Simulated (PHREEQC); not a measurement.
Dissolve 50 mmol/kgw HF, 0.11 mmol/kgw NH4F and 0.0022 mmol/kgw H4SiO4 at 25 °C. Closed to the air; pH follows from the charge balance.

The numbers come from PHREEQC with the ion-association model, wateq4f.dat.

Task: The ionic strength comes out as 0.00577 mol/kgw. What activity coefficients do HF2-, SiF6-2, H+, F-, NH4+ get?

Result: HF2- 0.92, SiF6-2 0.73, H+ 0.93, F- 0.92, NH4+ 0.92.

This is a speciation only: nothing precipitates in the calculation. wateq4f.dat counts part of the HF as a dimer, H2F2, which phreeqc.dat doesn't know; its constant is uncertain. SiF6-2 is the database's only silicon fluoride.
